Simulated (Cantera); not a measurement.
A perfectly stirred reactor is fed with H2 : O2 : N2 = 1.2 : 1 : 6.9 (molar parts), at 0.859 atm; it is held at 1073 K, and followed from long to short residence time.

Detailed kinetics in Cantera: the H2/O2 subset of GRI-Mech 3.0, which has no nitrogen chemistry. The temperature is held fixed by assumption; the heat of reaction is taken as removed at once.

Task: What does this change do: pressure from 0.859 atm to 0.790 atm?

Result: 
```
quantity                  before     after
----------------------  --------  --------
x(H2) at τ = 2.70 s     0.000637  0.000538
x(O2) at τ = 2.70 s       0.0473    0.0473
x(HO2) at τ = 2.70 s     1.25e-5   1.13e-5
x(OH) at τ = 2.70 s      5.46e-6   7.08e-6
x(H2O2) at τ = 2.70 s    2.99e-6   2.29e-6
x(H2) at τ = 57.0 ms     0.00340   0.00300
x(O2) at τ = 57.0 ms      0.0486    0.0484
x(HO2) at τ = 57.0 ms    3.35e-5   3.04e-5
x(OH) at τ = 57.0 ms     4.58e-5   5.71e-5
x(H2O2) at τ = 57.0 ms   6.39e-6   4.79e-6
```

Task: What does this change do: temperature 1073 to 1373 K?

Result: 
```
quantity                  before     after
----------------------  --------  --------
x(H2) at τ = 2.70 s     0.000637   2.93e-5
x(O2) at τ = 2.70 s       0.0473    0.0470
x(HO2) at τ = 2.70 s     1.25e-5   8.26e-7
x(OH) at τ = 2.70 s      5.46e-6  0.000148
x(H2O2) at τ = 2.70 s    2.99e-6   9.25e-8
x(H2) at τ = 57.0 ms     0.00340  0.000380
x(O2) at τ = 57.0 ms      0.0486    0.0470
x(HO2) at τ = 57.0 ms    3.35e-5   7.61e-6
x(OH) at τ = 57.0 ms     4.58e-5  0.000534
x(H2O2) at τ = 57.0 ms   6.39e-6   5.69e-7
```
